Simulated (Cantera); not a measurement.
# Silicon epitaxy and polysilicon growth: Si2Cl6 + HCl + H2

A closed system holds: 1 mol Si2Cl6, 1.3 mol HCl, 11 mol H2, equilibrated at 1000 Pa.

These are equilibrium values from Cantera (NASA tables, ideal gas, pure condensed phases), not measurements of a reactor. Candidate condensed phases: Si; 19 gas species. The feed counts by its element totals alone. The tables' values for SiCl3, SiCl are old estimates; treat these amounts as uncertain. The numbers say what is thermodynamically allowed, not how fast it happens.

```json
[
 {"T (°C)": "1102", "x H2": "0.682", "x HCl": "0.185", "x SiCl2": "0.107", "x SiCl3": "0.0145"},
 {"T (°C)": "1127", "x H2": "0.676", "x HCl": "0.192", "x SiCl2": "0.112", "x SiCl3": "0.0129"},
 {"T (°C)": "1152", "x H2": "0.671", "x HCl": "0.197", "x SiCl2": "0.115", "x SiCl3": "0.0114"},
 {"T (°C)": "1177", "x H2": "0.668", "x HCl": "0.200", "x SiCl2": "0.118", "x SiCl3": "0.0100"},
 {"T (°C)": "1202", "x H2": "0.665", "x HCl": "0.203", "x SiCl2": "0.120", "x SiCl3": "0.00878"},
 {"T (°C)": "1227", "x H2": "0.663", "x HCl": "0.206", "x SiCl2": "0.122", "x SiCl3": "0.00766"},
 {"T (°C)": "1252", "x H2": "0.661", "x HCl": "0.207", "x SiCl2": "0.123", "x SiCl3": "0.00668"},
 {"T (°C)": "1277", "x H2": "0.660", "x HCl": "0.209", "x SiCl2": "0.124", "x SiCl3": "0.00583"},
 {"T (°C)": "1302", "x H2": "0.659", "x HCl": "0.210", "x SiCl2": "0.125", "x SiCl3": "0.00510"},
 {"T (°C)": "1327", "x H2": "0.658", "x HCl": "0.211", "x SiCl2": "0.126", "x SiCl3": "0.00447"},
 {"T (°C)": "1352", "x H2": "0.657", "x HCl": "0.211", "x SiCl2": "0.127", "x SiCl3": "0.00392"},
 {"T (°C)": "1377", "x H2": "0.656", "x HCl": "0.212", "x SiCl2": "0.127", "x SiCl3": "0.00346"},
 {"T (°C)": "1402", "x H2": "0.656", "x HCl": "0.212", "x SiCl2": "0.127", "x SiCl3": "0.00305"},
 {"T (°C)": "1427", "x H2": "0.655", "x HCl": "0.213", "x SiCl2": "0.128", "x SiCl3": "0.00270"}
]
```
x: gas mole fraction; nothing condenses.

From 1102 °C to 1427 °C nothing is condensed. The main Si-bearing gas is SiCl2 throughout.
